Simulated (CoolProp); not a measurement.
The numbers come from the reference Helmholtz-energy equation of state, Thol 2017 in CoolProp.

**Question.** Give the vapour pressure (MPa), liquid density (kg/m³), vapour density (kg/m³), enthalpy of vaporisation (kJ/kg) of saturated decamethyltetrasiloxane (MD2M) at 466.9, 483.6, 500.2 K.

**Answer.** 
| T (K) | p (MPa) | liquid density (kg/m³) | vapour density (kg/m³) | enthalpy of vaporisation (kJ/kg) |
|---|---|---|---|---|
| 466.9 | 0.0996 | 668 | 8.60 | 130 |
| 483.6 | 0.147 | 646 | 12.6 | 123 |
| 500.2 | 0.210 | 623 | 18.0 | 116 |
